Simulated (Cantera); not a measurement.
Input: 1 mol Fe, 0.055 mol H₂O, 1.2 mol N₂.

Points: T (K) = 1075, 1150, 1225, 1300, 1375, 1450, 1525, 1600, 1675, 1750, 1825, 1900, 1975; P (Pa) = 10, 41, 160, 670, 2700, 11000, 45000, 180000, 740000, 3e+06.

Cantera's Mixture.equilibrate('TP', solver="vcs", rtol=1e-11, max_steps=5000) on the NASA tables stopped like this:

```
ERROR: FAILURE its = 5001!

*******************************************************************************
CanteraError thrown by MultiPhase::equilibrate:
VCS solver failed. Return code: -1
*******************************************************************************
```

Problem. What got this run through?

Solution. Several could match; the one computed here: The failure is numerical, not chemical. The same input converged with solver="gibbs", rtol=1e-10, max_steps=50000, and the result passed a check of the equilibrium conditions:
```
   1075         10  Fe(a) + FeO(s)
   1150         10  Fe(a) + FeO(s)
   1225         10  Fe(c) + FeO(s)
   1300         10  Fe(c) + FeO(s)
   1375         10  Fe(c) + FeO(s)
   1450         10  Fe(c) + FeO(s)
   1525         10  Fe(c) + FeO(s)
   1600         10  Fe(c) + FeO(s)
   1675         10  Fe(d) + FeO(L)
   1750         10  Fe(d) + FeO(L)
   1825         10  Fe(L) + FeO(L)
   1900         10  FeO(L)
   1975         10  gas only
   1075         41  Fe(a) + FeO(s)
   1150         41  Fe(a) + FeO(s)
   1225         41  Fe(c) + FeO(s)
   1300         41  Fe(c) + FeO(s)
   1375         41  Fe(c) + FeO(s)
   1450         41  Fe(c) + FeO(s)
   1525         41  Fe(c) + FeO(s)
   1600         41  Fe(c) + FeO(s)
   1675         41  Fe(d) + FeO(L)
   1750         41  Fe(d) + FeO(L)
   1825         41  Fe(L) + FeO(L)
   1900         41  Fe(L) + FeO(L)
   1975         41  FeO(L)
   1075        160  Fe(a) + FeO(s)
   1150        160  Fe(a) + FeO(s)
   1225        160  Fe(c) + FeO(s)
   1300        160  Fe(c) + FeO(s)
   1375        160  Fe(c) + FeO(s)
   1450        160  Fe(c) + FeO(s)
   1525        160  Fe(c) + FeO(s)
   1600        160  Fe(c) + FeO(s)
   1675        160  Fe(d) + FeO(L)
   1750        160  Fe(d) + FeO(L)
   1825        160  Fe(L) + FeO(L)
   1900        160  Fe(L) + FeO(L)
   1975        160  Fe(L) + FeO(L)
   1075        670  Fe(a) + FeO(s)
   1150        670  Fe(a) + FeO(s)
   1225        670  Fe(c) + FeO(s)
   1300        670  Fe(c) + FeO(s)
   1375        670  Fe(c) + FeO(s)
   1450        670  Fe(c) + FeO(s)
   1525        670  Fe(c) + FeO(s)
   1600        670  Fe(c) + FeO(s)
   1675        670  Fe(d) + FeO(L)
   1750        670  Fe(d) + FeO(L)
   1825        670  Fe(L) + FeO(L)
   1900        670  Fe(L) + FeO(L)
   1975        670  Fe(L) + FeO(L)
   1075       2700  Fe(a) + FeO(s)
   1150       2700  Fe(a) + FeO(s)
   1225       2700  Fe(c) + FeO(s)
   1300       2700  Fe(c) + FeO(s)
   1375       2700  Fe(c) + FeO(s)
   1450       2700  Fe(c) + FeO(s)
   1525       2700  Fe(c) + FeO(s)
   1600       2700  Fe(c) + FeO(s)
   1675       2700  Fe(d) + FeO(L)
   1750       2700  Fe(d) + FeO(L)
   1825       2700  Fe(L) + FeO(L)
   1900       2700  Fe(L) + FeO(L)
   1975       2700  Fe(L) + FeO(L)
   1075    1.1e+04  Fe(a) + FeO(s)
   1150    1.1e+04  Fe(a) + FeO(s)
   1225    1.1e+04  Fe(c) + FeO(s)
   1300    1.1e+04  Fe(c) + FeO(s)
   1375    1.1e+04  Fe(c) + FeO(s)
   1450    1.1e+04  Fe(c) + FeO(s)
   1525    1.1e+04  Fe(c) + FeO(s)
   1600    1.1e+04  Fe(c) + FeO(s)
   1675    1.1e+04  Fe(d) + FeO(L)
   1750    1.1e+04  Fe(d) + FeO(L)
   1825    1.1e+04  Fe(L) + FeO(L)
   1900    1.1e+04  Fe(L) + FeO(L)
   1975    1.1e+04  Fe(L) + FeO(L)
   1075    4.5e+04  Fe(a) + FeO(s)
   1150    4.5e+04  Fe(a) + FeO(s)
   1225    4.5e+04  Fe(c) + FeO(s)
   1300    4.5e+04  Fe(c) + FeO(s)
   1375    4.5e+04  Fe(c) + FeO(s)
   1450    4.5e+04  Fe(c) + FeO(s)
   1525    4.5e+04  Fe(c) + FeO(s)
   1600    4.5e+04  Fe(c) + FeO(s)
   1675    4.5e+04  Fe(d) + FeO(L)
   1750    4.5e+04  Fe(d) + FeO(L)
   1825    4.5e+04  Fe(L) + FeO(L)
   1900    4.5e+04  Fe(L) + FeO(L)
   1975    4.5e+04  Fe(L) + FeO(L)
   1075    1.8e+05  Fe(a) + FeO(s)
   1150    1.8e+05  Fe(a) + FeO(s)
   1225    1.8e+05  Fe(c) + FeO(s)
   1300    1.8e+05  Fe(c) + FeO(s)
   1375    1.8e+05  Fe(c) + FeO(s)
   1450    1.8e+05  Fe(c) + FeO(s)
   1525    1.8e+05  Fe(c) + FeO(s)
   1600    1.8e+05  Fe(c) + FeO(s)
   1675    1.8e+05  Fe(d) + FeO(L)
   1750    1.8e+05  Fe(d) + FeO(L)
   1825    1.8e+05  Fe(L) + FeO(L)
   1900    1.8e+05  Fe(L) + FeO(L)
   1975    1.8e+05  Fe(L) + FeO(L)
   1075    7.4e+05  Fe(a) + FeO(s)
   1150    7.4e+05  Fe(a) + FeO(s)
   1225    7.4e+05  Fe(c) + FeO(s)
   1300    7.4e+05  Fe(c) + FeO(s)
   1375    7.4e+05  Fe(c) + FeO(s)
   1450    7.4e+05  Fe(c) + FeO(s)
   1525    7.4e+05  Fe(c) + FeO(s)
   1600    7.4e+05  Fe(c) + FeO(s)
   1675    7.4e+05  Fe(d) + FeO(L)
   1750    7.4e+05  Fe(d) + FeO(L)
   1825    7.4e+05  Fe(L) + FeO(L)
   1900    7.4e+05  Fe(L) + FeO(L)
   1975    7.4e+05  Fe(L) + FeO(L)
   1075      3e+06  Fe(a) + FeO(s)
   1150      3e+06  Fe(a) + FeO(s)
   1225      3e+06  Fe(c) + FeO(s)
   1300      3e+06  Fe(c) + FeO(s)
   1375      3e+06  Fe(c) + FeO(s)
   1450      3e+06  Fe(c) + FeO(s)
   1525      3e+06  Fe(c) + FeO(s)
   1600      3e+06  Fe(c) + FeO(s)
   1675      3e+06  Fe(d) + FeO(L)
   1750      3e+06  Fe(d) + FeO(L)
   1825      3e+06  Fe(L) + FeO(L)
   1900      3e+06  Fe(L) + FeO(L)
   1975      3e+06  Fe(L) + FeO(L)
```

The gas is ideal and each condensed phase is pure. Each liquid is taken as pure. Mutual solubility and eutectic melting of coexisting phases are not modelled. The tables' stoichiometric FeO is somewhat more stable than real wüstite, so its field is too wide. FeO: taken at fixed stoichiometry.
